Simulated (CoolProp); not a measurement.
A single-stage vapour-compression cycle with hydrogen chloride: evaporating at 199.15 K (dew point), condensing at 248.15 K (bubble point), superheat 2 K, subcooling 5 K, compressor efficiency 0.7, no pressure losses. Each further row changes one setting.

The numbers come from the reference Helmholtz-energy equation of state, Thol 2018 in CoolProp.

```
case                              cooling COP  pressure ratio  discharge temperature (K)  refrigerating effect (kJ/kg)  volumetric capacity (kJ/m³)
--------------------------------  -----------  --------------  -------------------------  ----------------------------  ---------------------------
as stated                                2.21            6.96                      405.7                           358                         1480
evaporating temperature 204.15 K         2.60            5.45                      381.1                           360                            ?
condensing temperature 243.15 K          2.53               ?                      383.9                           367                         1520
subcooling 10 K                             ?            6.96                      405.7                           367                         1520
superheat 12 K                              ?            6.96                      427.5                           367                         1440
compressor efficiency 0.6                1.89            6.96                      438.0                           358                         1480
```

**Question.** Fill in the missing entries.

**Answer.** 
- evaporating temperature 204.15 K, volumetric capacity (kJ/m³): 1870
- condensing temperature 243.15 K, pressure ratio: 5.93
- subcooling 10 K, cooling COP: 2.26
- superheat 12 K, cooling COP: 2.14
